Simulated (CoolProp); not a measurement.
Saturated liquid density (kg/m³) of C2F6 (R116): the reference equation beside estimates from Tc = 19.9 °C, pc = 3048 kPa, ω = 0.257. Rackett uses Z = 0.29056 − 0.08775 ω.

Model: reference Helmholtz-energy equation of state, Lemmon 2006, in CoolProp. It is a short technical equation, of lower accuracy than the large ones.

```csv
T (°C),reference,Rackett,Redlich-Kwong,Soave-Redlich-Kwong,Peng-Robinson
-82.35,1624,1707,1499,1553,1756
-74.55,1589,1670,1462,1518,1718
-66.85,[?],1632,1422,1481,1677
-59.05,1517,1592,1380,1441,1633
-51.25,1478,1551,1336,1397,1585
-43.55,1438,1507,1288,1351,1533
-35.75,1394,1461,1237,1300,[?]
-27.95,1348,[?],1182,1244,1412
-20.15,1297,1357,1122,1182,1341
-12.45,[?],1299,1057,1113,1262
-4.65,[?],[?],982.8,1034,1169
```

Task: Complete the blanks.

Result: 
- -66.85, reference: 1554
- -35.75, Peng-Robinson: 1475
- -27.95, Rackett: 1411
- -12.45, reference: 1241
- -4.65, reference: 1178
- -4.65, Rackett: 1231

Absolute difference from the reference over all 11 rows, mean and median: Rackett 4.8 and 4.8 %, Redlich-Kwong 11.1 and 10.4 %, Soave-Redlich-Kwong 6.9 and 6.1 %, Peng-Robinson 5.6 and 6.6 %.
